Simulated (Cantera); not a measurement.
## Low-pressure radical oxidation in H2/O2

An isothermal, constant-pressure homogeneous reactor starts with 23.4 % H2, 69.0 % O2, 7.59 % H2O, at 1300 K and 10.00 Torr.

Detailed kinetics in Cantera: the H2/O2 subset of GRI-Mech 3.0, which has no nitrogen chemistry. Radical loss at walls, strong at low pressure, is not modelled. The temperature is held fixed by assumption; the heat of reaction is taken as removed at once.

| t (s) | x H2 | x O2 | x H2O2 | x H2O | x OH | x H | x O |
|---|---|---|---|---|---|---|---|
| 0.000700 | 0.183 | 0.661 | 1.67e-7 | 0.112 | 0.00811 | 0.0230 | 0.0128 |
| 0.00147 | 0.0167 | 0.564 | 4.04e-7 | 0.248 | 0.0161 | 0.0805 | 0.0751 |
| 0.00307 | 0.0153 | 0.574 | 4.33e-7 | 0.261 | 0.0156 | 0.0675 | 0.0665 |
| 0.00644 | 0.0124 | 0.592 | 4.81e-7 | 0.285 | 0.0142 | 0.0459 | 0.0511 |
| 0.0135 | 0.00751 | 0.616 | 5.17e-7 | 0.316 | 0.0113 | 0.0199 | 0.0291 |
| 0.0282 | 0.00273 | 0.637 | 4.34e-7 | 0.339 | 0.00686 | 0.00409 | 0.0102 |
| 0.0592 | 0.000636 | 0.645 | 2.48e-7 | 0.348 | 0.00332 | 0.000450 | 0.00234 |
| 0.124 | 0.000139 | 0.647 | 1.16e-7 | 0.350 | 0.00156 | 4.60e-5 | 0.000511 |
| 0.260 | 3.60e-5 | 0.648 | 5.29e-8 | 0.351 | 0.000797 | 6.11e-6 | 0.000133 |
| 0.544 | 1.12e-5 | 0.648 | 2.47e-8 | 0.351 | 0.000447 | 1.07e-6 | 4.17e-5 |
| 1.14 | 4.02e-6 | 0.648 | 1.18e-8 | 0.351 | 0.000268 | 2.32e-7 | 1.50e-5 |
| 2.39 | 1.60e-6 | 0.648 | 5.82e-9 | 0.351 | 0.000170 | 5.88e-8 | 6.02e-6 |
| 5.00 | 7.21e-7 | 0.648 | 3.12e-9 | 0.351 | 0.000114 | 1.78e-8 | 2.71e-6 |
x: mole fraction; the columns are a selection and need not sum to one.

Equilibrium at this temperature and pressure: H2 3.30e-7, O2 0.648, H2O2 1.79e-9, H2O 0.352, OH 7.70e-5, H 5.54e-9, O 1.24e-6 (gas phase only).
